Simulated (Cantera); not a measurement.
toluene + CO₂ + N₂ + H₂O (carbon deposition, reforming and gasification)

Feed: 1 mol toluene, 0.05 mol CO₂, a varied amount of N₂, 0.051 mol H₂O, held at 750 °C and 2700000 Pa.

Equilibrium computed with Cantera from the NASA thermochemical tables; the gas is ideal and each condensed phase is pure. Candidate condensed phases: C, C₆H₆, C₇H₈, C₈H₁₈, H₂O; 136 gas species. Kinetics and transport are ignored.

```
n(N₂) (mol)  log p N₂  log p H₂  log p CH₄  log p H₂O  log p CO  log p NH₃  log p CO₂  n C(graphite)
-----------  --------  --------  ---------  ---------  --------  ---------  ---------  -------------
0.29             0.40      1.08       1.04      -0.02     -0.54      -1.47      -1.52           5.74
0.65             0.70      1.05       0.98      -0.08     -0.57      -1.37      -1.58           5.77
1.4              0.94      1.00       0.87      -0.18     -0.61      -1.33      -1.67           5.83
3.1              1.14      0.90       0.67      -0.36     -0.70      -1.38      -1.84           5.93
6.8              1.26      0.76       0.39      -0.62     -0.82      -1.53      -2.08           6.08
15               1.34      0.57       0.02      -0.97     -0.98      -1.77      -2.40           6.27
32               1.38      0.35      -0.42      -1.37     -1.16      -2.08      -2.77           6.45
```
log p: log10 of the partial pressure in bar; n: condensed amount in mol.

From 0.29 mol N₂ to 32 mol N₂ the condensed part is C(graphite). The main C-bearing gas is CH₄ throughout. The share of C in condensed phases is highest at 32 mol N₂ (91.6 %) and lowest at 0.29 mol N₂ (81.5 %).
